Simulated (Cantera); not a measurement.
## Dilute partial oxidation

An isothermal, constant-pressure homogeneous reactor starts with 0.664 % CH3OH, 0.287 % O2, 99.0 % N2, at 1225 K and 5630 Torr.

Cantera simulation using GRI-Mech 3.0 (53 species, 325 reactions); the numbers are that mechanism's predictions, not measurements. GRI-Mech 3.0 was tuned for natural gas; its chemistry of methanol as a main component is partial and can be far from experiment.

| t (s) | x CH3OH | x O2 | x CH2 | x HCO | x CH2CO | x H | x CH2O |
|---|---|---|---|---|---|---|---|
| 6.00e-6 | 0.00664 | 0.00287 | 5.67e-10 | <1e-12 | <1e-12 | 8.83e-10 | 2.73e-8 |
| 4.13e-5 | 0.00664 | 0.00287 | 5.67e-10 | <1e-12 | <1e-12 | 9.79e-10 | 2.43e-7 |
| 0.000284 | 0.00663 | 0.00287 | 5.67e-10 | 1.54e-12 | <1e-12 | 1.50e-9 | 2.24e-6 |
| 0.00195 | 0.00656 | 0.00285 | 5.60e-10 | 3.89e-10 | 1.99e-11 | 1.59e-8 | 7.00e-5 |
| 0.0134 | 2.65e-10 | 7.51e-7 | 4.06e-12 | 9.96e-10 | 8.82e-10 | 3.54e-6 | 5.15e-10 |
| 0.0923 | 2.17e-11 | 1.77e-7 | <1e-12 | 5.14e-11 | 9.21e-11 | 1.83e-7 | 2.00e-10 |
| 0.634 | 4.16e-12 | 5.10e-8 | <1e-12 | 9.89e-12 | 1.55e-11 | 3.53e-8 | 1.79e-10 |
| 4.36 | 1.39e-12 | 5.82e-9 | <1e-12 | 3.29e-12 | 4.64e-12 | 1.18e-8 | 1.76e-10 |
| 30.0 | 1.15e-12 | <1e-12 | <1e-12 | 2.80e-12 | 3.81e-12 | 1.03e-8 | 1.74e-10 |
x: mole fraction; the columns are a selection and need not sum to one.

Equilibrium at this temperature and pressure: CH3OH <1e-12, O2 <1e-12, CH2 <1e-12, HCO 2.50e-12, CH2CO <1e-12, H 1.09e-8, CH2O 1.64e-10 (gas phase only).
